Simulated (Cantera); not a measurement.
Mixture: 38.7 % H₂, 12.9 % O₂, 48.4 % N₂, at 2850 Torr, adiabatic and at constant pressure. Ignition delay is the time to a rise of 400 K.

Detailed kinetics in Cantera: the H2/O2 subset of GRI-Mech 3.0, which has no nitrogen chemistry. The hydrogen kinetics of GRI-Mech 3.0 are dated; newer H2 mechanisms differ, most at raised pressure. Where the delays flatten at high temperature, the 400 K rule measures the pace of heat release, not the induction time.

Q: Predict: delay at 1200 K; delay at 1250 K; delay at 1300 K; delay at 1350 K; delay at 1400 K; delay at 1450 K; delay at 1500 K; apparent activation energy between 1400 and 1500 K.

A: 
```json
{
 "delay at 1200 K": "17.7 µs",
 "delay at 1250 K": "11.7 µs",
 "delay at 1300 K": "8.62 µs",
 "delay at 1350 K": "6.70 µs",
 "delay at 1400 K": "5.41 µs",
 "delay at 1450 K": "4.50 µs",
 "delay at 1500 K": "3.83 µs",
 "apparent activation energy between 1400 and 1500 K": "60 kJ/mol"
}
```
